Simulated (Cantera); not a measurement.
Feed: 1 mol SiCl4, 0.88 mol Cl2, 8.3 mol H2, equilibrated at 852 °C and 0.180 bar.

Equilibrium computed with Cantera from the NASA thermochemical tables; the gas is ideal and each condensed phase is pure. Candidate condensed phases: Si; 19 gas species. The tables' values for SiCl3 are old estimates; treat these amounts as uncertain. The numbers say what is thermodynamically allowed, not how fast it happens.

Base state: H2 0.721, HCl 0.181, SiCl4 0.0904, SiHCl3 0.00626, SiCl3 0.00126, SiCl2 0.000215, SiH2Cl2 5.32e-5 (mole fractions); condensed: gas only.

Question: What changes in the equilibrium state with this change: temperature from 852 °C to 425 °C?

Answer: 
| species | before | after |
|---|---|---|
| H2 | 0.721 | 0.729 |
| HCl | 0.181 | 0.173 |
| SiCl4 | 0.0904 | 0.0982 |
| SiCl2 | 0.000215 | <1e-9 |
| SiCl3 | 0.00126 | 1.47e-8 |
| SiH2Cl2 | 5.32e-5 | 4.45e-9 |

Question: What changes in the equilibrium state with this change: temperature from 852 °C to 277 °C?

Answer: 
| species | before | after |
|---|---|---|
| H2 | 0.721 | 0.729 |
| HCl | 0.181 | 0.173 |
| SiCl4 | 0.0904 | 0.0982 |
| SiCl3 | 0.00126 | <1e-9 |
| SiCl2 | 0.000215 | <1e-9 |
| SiH2Cl2 | 5.32e-5 | <1e-9 |
| SiHCl3 | 0.00626 | 3.14e-6 |
